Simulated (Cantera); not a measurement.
# Thermodynamics of hydrogen reduction and annealing atmospheres, feed Nb2O5 + H2 + H2O

A closed system holds: 1 mol Nb2O5, a varied amount of H2, 0.76 mol H2O, held at 1.33 mbar.

Equilibrium computed with Cantera from the NASA thermochemical tables; the gas is ideal and each condensed phase is pure. Candidate condensed phases: H2O, Nb, NbO, NbO2, Nb2O5; 12 gas species. Mutual solubility and eutectic melting of coexisting phases are not modelled. NbO: taken at fixed stoichiometry. Condensed phases not in the tables: the oxides between NbO2 and Nb2O5. Kinetics and transport are ignored.

Stable condensed phases:

```
T in °C \ n(H2) in mol
         7.5  16  35  76 160 360 770
   1875    A   B   B   C   C   C   C
   1775    A   B   B   B   D   E   E
   1675    A   B   B   B   B   E   E
   1575    A   B   B   B   B   D   E
   1475    A   B   B   B   B   D   E
   1375    A   B   B   B   B   B   D
   1275    A   A   B   B   B   B   B
   1175    F   A   B   B   B   B   B
   1075    F   A   A   B   B   B   B
    975    F   F   A   B   B   B   B
    875    F   F   F   A   B   B   B
    775    F   F   F   F   A   B   B
    675    F   F   F   F   F   A   B
```

A: NbO2 + Nb2O5; B: NbO2; C: gas only; D: NbO + NbO2; E: NbO; F: Nb2O5.
